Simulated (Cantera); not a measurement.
A closed system holds: 1 mol MgO, 3.5 mol HF, 5.3 mol H2, held at 12.0 Pa.

These are equilibrium values from Cantera (NASA tables, ideal gas, pure condensed phases), not measurements of a reactor. Candidate condensed phases: H2O, Mg, MgF2, MgO, Mg(OH)2; 31 gas species. Mutual solubility and eutectic melting of coexisting phases are not modelled. Equilibrium is a limit: real reactors are often held back by kinetics, nucleation or transport.

Q: Which condensed phases are stable at each of these points (T (K)): 1023, 1073, 1123, 1173, 1223, 1273, 1323, 1373, 1423?

A: 
| T (K) | condensed phases | Mg condensed (%) |
|---|---|---|
| 1023 | MgF2(s) | 100.0 |
| 1073 | MgF2(s) + MgO(s) | 100.0 |
| 1123 | MgF2(s) + MgO(s) | 100.0 |
| 1173 | MgF2(s) + MgO(s) | 99.9 |
| 1223 | MgF2(s) + MgO(s) | 99.6 |
| 1273 | MgF2(s) + MgO(s) | 98.1 |
| 1323 | MgO(s) | 96.0 |
| 1373 | MgO(s) | 94.8 |
| 1423 | MgO(s) | 93.3 |

At 1023 K the condensed part is MgF2(s). From 1073 K to 1273 K the condensed part is MgF2(s) + MgO(s). From 1323 K to 1423 K the condensed part is MgO(s).
